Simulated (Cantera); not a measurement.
Feed: 1 mol SiC, 0.18 mol N₂O, 4.5 mol N₂, held at 1.33 mbar.

Equilibrium computed with Cantera from the NASA thermochemical tables; the gas is ideal and each condensed phase is pure. Candidate condensed phases: C, Si, SiC, SiO₂, Si₂N₂O, Si₃N₄; 34 gas species. Mutual solubility and eutectic melting of coexisting phases are not modelled. Kinetics and transport are ignored.

x: gas mole fraction; n: condensed amount in mol.

```csv
T (K),x N₂,x CO,x SiO,n C(graphite),n Si₂N₂O(s),n Si₃N₄(s),n SiC(s)
975,1.00,4.87e-9,<1e-12,1.00,0.180,0.213,0
1025,1.00,3.58e-8,<1e-12,1.00,0.180,0.213,0
1075,1.00,2.18e-7,2.08e-12,1.000,0.180,0.213,0
1125,1.000,?,?,1.000,0.180,0.213,0
1175,1.000,5.06e-6,5.44e-10,1.000,0.180,0.213,0
1225,1.000,2.00e-5,6.22e-9,1.000,0.180,0.213,0
1275,1.000,?,?,0.358,0.179,0,0.641
1325,0.999,0.00129,1.10e-6,0.343,0.174,0,0.652
```

Some entries are withheld; supply them.


- 1275, x CO: 0.000116
- 1275, x SiO: 7.47e-8
- 1125, x CO: 1.13e-6
- 1125, x SiO: 3.82e-11
